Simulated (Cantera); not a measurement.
Cantera run:

```python
import numpy as np
import cantera as ct

gas_names = """
    Cu CuF CuF2 CuO Cu2 F FO FO2 F2 F2O H HF HOF HO2 H2 H2F2 H2O H2O2 H3F3 H4F4 H5F5 H6F6 H7F7 O OH O2
    O3
""".split()
cond_names = """
    Cu(cr) Cu(L) CuF2(s) CuF2(L) CuO(s) CuO2H2(s) Cu2O(s) Cu2O(L) H2O(s) H2O(L)
""".split()


# ... load() reads the species with a 1 bar reference pressure and builds the phases ...
atoms = {
    'CuO': {'Cu': 1, 'O': 1},
    'F2': {'F': 2},
    'O2': {'O': 2},
    'HF': {'H': 1, 'F': 1},
}
top_T = {'CuO(s)': 1390}  # K; cautious upper limits of use, not melting points


# ... equilibrate(T, P, feed) seeds the gas with the atoms and calls Mixture.equilibrate('TP', solver="vcs", rtol=1e-11, max_steps=5000) ...
results = []
feed = {'CuO': 1, 'F2': 6.3, 'O2': 16, 'HF': 20}  # mol
P = 10000  # Pa
for T in [1025, 1050, 1075, 1100, 1125, 1150, 1175]:
    mix = equilibrate(T, P, feed)
    results.append((T, P, feed, dict(zip(mix.species_names, mix.species_moles))))

top = {s: max(r[3][s] / sum(r[3][g] for g in gas_names) for r in results) for s in gas_names}
cols = sorted((s for s in top if top[s] > 0.0001), key=lambda s: -top[s])[:9]
seen = [c for c in cond_names if any(r[3].get(c, 0) > 1e-12 for r in results)]
print("log10 of partial pressures in bar; condensed amounts in mol")
print(f"{'T/K':>10s}" + "".join(f"{s[:9]:>10s}" for s in cols + seen))
for T, P, feed, n in results:
    ng = sum(n[g] for g in gas_names)
    print(f"{T:10.4g}" + "".join(f"{np.log10(max(n[s] / ng * P / 1e5, 1e-99)):10.3f}" for s in cols)
          + "".join(f"{n.get(c, 0):10.4g}" for c in seen))
```

Result:

```
log10 of partial pressures in bar; condensed amounts in mol
       T/K        HF        O2         F        F2      CuF2   CuF2(s)   CuF2(L)
      1025    -1.343    -1.427    -1.985    -2.164    -4.599    0.9889         0
      1050    -1.347    -1.431    -1.919    -2.231    -4.294    0.9774         0
      1075    -1.352    -1.435    -1.862    -2.308    -4.004    0.9555         0
      1100    -1.356    -1.439    -1.814    -2.396    -3.728    0.9152         0
      1125    -1.360    -1.443    -1.776    -2.494    -3.502         0    0.8561
      1150    -1.363    -1.447    -1.746    -2.601    -3.308         0    0.7729
      1175    -1.367    -1.450    -1.723    -2.715    -3.123         0    0.6493
```

Cantera equilibrium calculation (NASA polynomials, part measured and part estimated; ideal gas, pure solids and liquids).
